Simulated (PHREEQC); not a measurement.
A solution holds 0.0064 mol CuCl2, 0.0012 mol HCl and 0.0011 mol H3BO3 per kg of water, at 20 °C. Closed to the air; pH follows from the charge balance.

Equilibrium calculation in PHREEQC: ion-association model, wateq4f.dat.

```tsv
quantity	before	after
pH	2.97	2.98
CuCl+ (mol/kgw)	0.000109	0.000666
CuCl2 (mol/kgw)	5.79e-7	5.15e-6
CuOH+ (mol/kgw)	4.04e-8	3.62e-8
Cu2(OH)2+2 (mol/kgw)	5.65e-10	2.54e-8
SI of Tenorite (CuO)	-4.29	-2.83
SI of Cu(OH)2 (Cu(OH)2)	-5.31	-3.85
```

Task: Name the change that produced these shifts.
A) H3BO3 left out
B) diluted 2-fold with water
C) 0.0042 mol/kgw NaHSO4 added
D) H3BO3 from 0.0011 to 0.00121 mol/kgw
E) temperature from 20 to 65 °C

Result: E, temperature from 20 to 65 °C

No solid was allowed to form. At this temperature some constants are extrapolated from 25 °C, and those without enthalpy data are left unchanged.
